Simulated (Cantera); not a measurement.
A perfectly stirred reactor is fed with CH₄ : CO₂ : H₂ = 1 : 3.4 : 0.83 (molar parts), at 2180 Torr; it is held at 1750 K, and followed from long to short residence time.

Cantera simulation using GRI-Mech 3.0 (53 species, 325 reactions); the numbers are that mechanism's predictions, not measurements.

Q: Predict: x(CH₄) at τ = 7.50 s; x(CO₂) at τ = 7.50 s; x(H₂) at τ = 7.50 s; x(C₂H₄) at τ = 7.50 s; x(HCO) at τ = 7.50 s; x(CH₄) at τ = 83.0 ms; x(CO₂) at τ = 83.0 ms; x(H₂) at τ = 83.0 ms; x(C₂H₄) at τ = 83.0 ms; x(HCO) at τ = 83.0 ms.

A: 
* **x(CH₄) at τ = 7.50 s**: 0.00227
* **x(CO₂) at τ = 7.50 s**: 0.138
* **x(H₂) at τ = 7.50 s**: 0.189
* **x(C₂H₄) at τ = 7.50 s**: 8.65e-6
* **x(HCO) at τ = 7.50 s**: 5.49e-8
* **x(CH₄) at τ = 83.0 ms**: 0.0248
* **x(CO₂) at τ = 83.0 ms**: 0.227
* **x(H₂) at τ = 83.0 ms**: 0.126
* **x(C₂H₄) at τ = 83.0 ms**: 0.000524
* **x(HCO) at τ = 83.0 ms**: 3.87e-8
